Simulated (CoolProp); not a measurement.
Model: reference Helmholtz-energy equation of state, Guder 2009, in CoolProp.

Problem. For sulfur hexafluoride, give the phase and the conductivity (mW/(m K)), Prandtl number at 454.2 K and 0.101 MPa; 572.3 K and 0.101 MPa.

Solution. 
- 454.2 K and 0.101 MPa: gas; conductivity 24.5, Prandtl number 0.760
- 572.3 K and 0.101 MPa: gas; conductivity 32.4, Prandtl number 0.755

Viscosity comes from a separate model (Quiñones-Cisneros 2012). Thermal conductivity comes from a separate model (Assael 2012).
